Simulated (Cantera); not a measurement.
An adiabatic, constant-pressure homogeneous reactor starts with CO : H2 : CH4 : O2 : N2 = 1 : 0.35 : 1.1 : 1.69 : 6.36 (molar parts), equivalence ratio 1.7, at 1350 K and 1.40 bar. Integrator tolerance rtol = 1e-08.

Cantera simulation using GRI-Mech 3.0 (53 species, 325 reactions); the numbers are that mechanism's predictions, not measurements.

Question: What does this change do: N2 6.36 to 18 parts?

Answer: 
```json
[
 {"quantity": "time of steepest temperature rise", "before": "1.28 ms", "after": "3.43 ms"},
 {"quantity": "temperature at 0.400 s", "before": "2640 K", "after": "2080 K"},
 {"quantity": "equilibrium temperature", "before": "2640 K", "after": "2080 K"},
 {"quantity": "x(CO) at 0.400 s", "before": "0.143 (gas-phase equilibrium 0.143)", "after": "0.0663 (gas-phase equilibrium 0.0663)"},
 {"quantity": "x(H2) at 0.400 s", "before": "0.0707 (gas-phase equilibrium 0.0707)", "after": "0.0382 (gas-phase equilibrium 0.0382)"},
 {"quantity": "x(CH4) at 0.400 s", "before": "1.19e-12 (gas-phase equilibrium 1.37e-12)", "after": "2.57e-12 (gas-phase equilibrium 2.87e-12)"},
 {"quantity": "x(C2H6) at 0.400 s", "before": "<1e-12 (gas-phase equilibrium <1e-12)", "after": "<1e-12 (gas-phase equilibrium <1e-12)"},
 {"quantity": "x(O) at 0.400 s", "before": "0.000488 (gas-phase equilibrium 0.000488)", "after": "8.76e-7 (gas-phase equilibrium 8.77e-7)"}
]
```
